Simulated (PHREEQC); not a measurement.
0.046 g of hydrous ferric oxide (600 m²/g; 0.2 weak and 0.005 strong sites per Fe, Dzombak-Morel constants, diffuse double layer) in 1 kg of water with 0.001 mol/kgw of an inert sodium salt and 1.2e-06 mol/kgw PbCl2, at 25 °C; the pH is set by adding NaOH or the inert anion's acid. Oxygen is held at 0.21 atm. CO2 from the air is kept out. Precipitation was switched off in this run.

The series has 17 steps of pH, from 4 to 10.

Computed with PHREEQC (ion-association model, wateq4f.dat).

Problem. Near which pH is half of the Pb sorbed, and on which side is more sorbed?

Solution. Near pH 4.5, with more sorbed at higher pH.

Species that the database lacks are ignored.
